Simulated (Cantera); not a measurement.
A Cantera script and its output.

```python
import numpy as np
import cantera as ct

gas = ct.Solution("gri30.yaml")
gas.TPX = 1375, 3000000, {'CO': 1, 'H2': 0.88, 'O2': 0.855, 'N2': 3.21}
reactor = ct.IdealGasReactor(gas, energy="on", clone=False)
net = ct.ReactorNet([reactor])
net.rtol, net.atol = 1e-08, 1e-16
show = ['CO', 'H2', 'O2', 'NO2', 'H2O', 'NO']
times = np.geomspace(2e-06, 3, 11)

steps = ct.SolutionArray(gas, extra=["t"])
rows = []
print(f"{'t/s':>10s}{'T/K':>9s}{'P/Pa':>11s}" + "".join(f"{s:>11s}" for s in show))
for t in times:
    while net.time < t:
        t_next = net.step()
        steps.append(gas.state, t=t_next)
    rows.append([np.interp(t, steps.t, y) for y in (steps.T, steps.P, *steps(*show).X.T)])
    print(f"{t:10.3e}{rows[-1][0]:9.1f}{rows[-1][1]:11.4g}" + "".join(f"{x:11.3e}" for x in rows[-1][2:]))
rate = np.gradient(steps.T, steps.t)
print("integrator steps:", len(steps.t))
if steps.T.max() > steps.T[0] + 200:
    print(f"time of steepest temperature rise: {steps.t[rate.argmax()]:.4e} s")
gas.TPX = 1375, 3000000, {'CO': 1, 'H2': 0.88, 'O2': 0.855, 'N2': 3.21}
gas.equilibrate("UV")
print(f"equilibrium (UV): T = {gas.T:.1f} K  " + "  ".join(f"{s} {gas[s].X[0]:.3e}" for s in show))
```

Output:

```
       t/s      T/K       P/Pa         CO         H2         O2        NO2        H2O         NO
 2.000e-06   1380.5  3.011e+06  1.681e-01  1.475e-01  1.433e-01  4.586e-13  4.510e-04  2.527e-11
 8.292e-06   3247.7  6.316e+06  7.733e-02  1.246e-02  1.934e-02  7.987e-06  1.412e-01  6.733e-03
 3.438e-05   3228.4  6.278e+06  7.829e-02  1.282e-02  1.653e-02  1.640e-05  1.416e-01  1.482e-02
 1.425e-04   3227.7  6.277e+06  7.833e-02  1.283e-02  1.643e-02  1.666e-05  1.417e-01  1.510e-02
 5.908e-04   3227.7  6.277e+06  7.833e-02  1.283e-02  1.643e-02  1.666e-05  1.417e-01  1.510e-02
 2.449e-03   3227.7  6.277e+06  7.833e-02  1.283e-02  1.643e-02  1.666e-05  1.417e-01  1.510e-02
 1.016e-02   3227.7  6.277e+06  7.833e-02  1.283e-02  1.643e-02  1.666e-05  1.417e-01  1.510e-02
 4.210e-02   3227.7  6.277e+06  7.833e-02  1.283e-02  1.643e-02  1.666e-05  1.417e-01  1.510e-02
 1.745e-01   3227.7  6.277e+06  7.833e-02  1.283e-02  1.643e-02  1.666e-05  1.417e-01  1.510e-02
 7.236e-01   3227.7  6.277e+06  7.833e-02  1.283e-02  1.643e-02  1.666e-05  1.417e-01  1.510e-02
 3.000e+00   3227.7  6.277e+06  7.833e-02  1.283e-02  1.643e-02  1.666e-05  1.417e-01  1.510e-02
integrator steps: 1323
time of steepest temperature rise: 3.1534e-06 s
equilibrium (UV): T = 3227.7 K  CO 7.833e-02  H2 1.283e-02  O2 1.643e-02  NO2 1.666e-05  H2O 1.417e-01  NO 1.510e-02
```

Detailed kinetics in Cantera: GRI-Mech 3.0 (53 species, 325 reactions). The hydrogen kinetics of GRI-Mech 3.0 are dated; newer H2 mechanisms differ, most at raised pressure. The pressure lies above the range GRI-Mech 3.0 was tuned for (to about 10 atm). Above 3000 K some thermodynamic fits are extrapolated.
